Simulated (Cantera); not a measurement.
Input: 1 mol Si, 4.2 mol H₂, 0.51 mol Cl₂, held at 973 K and 0.120 bar.

Equilibrium computed with Cantera from the NASA thermochemical tables; the gas is ideal and each condensed phase is pure. The tables' values for SiCl₃ are old estimates; treat these amounts as uncertain. Rates play no part.

| species | before | after |
|---|---|---|
| H₂ | 0.928 | 0.864 |
| SiCl₄ | 0.0405 | 0.0889 |
| SiHCl₃ | 0.0169 | 0.0295 |
| HCl | 0.0125 | 0.0147 |
| SiCl₃ | 0.000618 | 0.00111 |
| SiCl₂ | 0.000270 | 0.000400 |
| SiH₂Cl₂ | 0.000739 | 0.00102 |
| Si(s), mol | 0.737 | 0.428 |
Gas species are given as mole fractions.

Question: What was changed between the two runs?
(A) temperature from 973 K to 1400 K
(B) temperature from 973 K to 1498.15 K
(C) temperature from 973 K to 1600 K
(D) Cl₂ from 0.51 to 1.1 mol

Answer: D, Cl₂ from 0.51 to 1.1 mol
